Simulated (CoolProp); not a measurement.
Propylene along the isotherm 301.85 °C: density (kg/m³) from the reference equation and from simpler models built on Tc = 91.1 °C, pc = 4.555 MPa, ω = 0.146; each cubic takes its own stable root.

Computed with CoolProp (reference Helmholtz-energy equation of state, Lemmon 2013).

| p (MPa) | phase | reference | ideal gas | van der Waals | Redlich-Kwong | Soave-Redlich-Kwong | Peng-Robinson |
|---|---|---|---|---|---|---|---|
| 0.072 | gas | 0.6344 | 0.6337 | 0.6346 | 0.6345 | 0.6343 | 0.6346 |
| 0.116 | gas | 1.023 | 1.021 | 1.023 | 1.023 | 1.023 | 1.023 |
| 0.188 | gas | 1.660 | 1.655 | 1.661 | 1.660 | 1.659 | 1.660 |
| 0.304 | gas | 2.688 | 2.676 | 2.692 | 2.690 | 2.686 | 2.690 |
| 0.491 | gas | 4.355 | 4.322 | 4.364 | 4.360 | 4.350 | 4.360 |
| 0.793 | gas | 7.066 | 6.980 | 7.091 | 7.080 | 7.052 | 7.080 |
| 1.28 | gas | 11.49 | 11.27 | 11.56 | 11.53 | 11.45 | 11.53 |
| 2.07 | gas | 18.81 | 18.22 | 19.00 | ___ | ___ | 18.89 |
| 3.34 | gas | 30.92 | 29.40 | 31.50 | ___ | 30.64 | 31.12 |
| 5.4 | supercritical | ___ | 47.53 | 53.24 | 52.17 | 50.64 | 51.87 |
| 8.73 | supercritical | 86.51 | 76.84 | 92.20 | 88.41 | 84.09 | ___ |
| 14.1 | supercritical | 145.1 | 124.1 | ___ | 148.6 | 137.9 | ___ |
| 22.8 | supercritical | 228.3 | 200.7 | 231.8 | 231.8 | 213.7 | 227.3 |

Task: Complete the blanks.

Result: 
- 2.07, Redlich-Kwong: 18.90
- 2.07, Soave-Redlich-Kwong: 18.71
- 3.34, Redlich-Kwong: 31.18
- 5.4, reference: 51.43
- 8.73, Peng-Robinson: 87.14
- 14.1, van der Waals: 157.8
- 14.1, Peng-Robinson: 144.8
